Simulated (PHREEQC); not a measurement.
Metal-bearing waste water: an equilibrium model

Consider water at 25 °C with 0.0023 mol FeCl3 and 0.0014 mol Na2SO4 per kg of water. Closed to the air; pH follows from the charge balance.

All values are PHREEQC results (ion-association model, wateq4f.dat), not measurements.

The pH comes out as 2.89 and the ionic strength is 0.0112 mol/kgw. The total alkalinity is -4.60 meq/kg.

| species | molality | activity | log γ |
|---|---|---|---|
| Cl- | 0.00686 | 0.00614 | -0.048 |
| Na+ | 0.00279 | 0.00251 | -0.047 |
| H+ | 0.00142 | 0.00129 | -0.041 |
| FeOH+2 | 0.000971 | 0.000636 | -0.184 |
| FeSO4+ | 0.000663 | 0.000596 | -0.046 |
| SO4-2 | 0.000656 | 0.000429 | -0.185 |
| Fe+3 | 0.000298 | 0.000127 | -0.370 |
| Fe(OH)2+ | 0.000181 | 0.000163 | -0.045 |
| Fe2(OH)2+4 | 6.18e-5 | 1.09e-5 | -0.754 |
| HSO4- | 5.98e-5 | 5.37e-5 | -0.047 |

Precipitation was switched off in this run. Examples of supersaturated solids here: Jarosite-Na, Hematite (slow to form). Others may be too. Species that the database lacks are ignored.
